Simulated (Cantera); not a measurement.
An isothermal, constant-pressure homogeneous reactor starts with 17.5 % NO, 82.5 % N2, at 2048 K and 0.0680 bar.

Cantera simulation using GRI-Mech 3.0 (53 species, 325 reactions); the numbers are that mechanism's predictions, not measurements.

One state of this run: x NO = 0.0119; x N2 = 0.906; x NO2 = 3.07e-6; x O = 0.00106; x O2 = 0.0812; x N2O = 1.30e-7. x: mole fraction; the columns are a selection and need not sum to one.

Problem. Which value of t (s) does it belong to?
A) 15.7
B) 8.81e-5
C) 1.07
D) 0.00495

Solution. A, 15.7
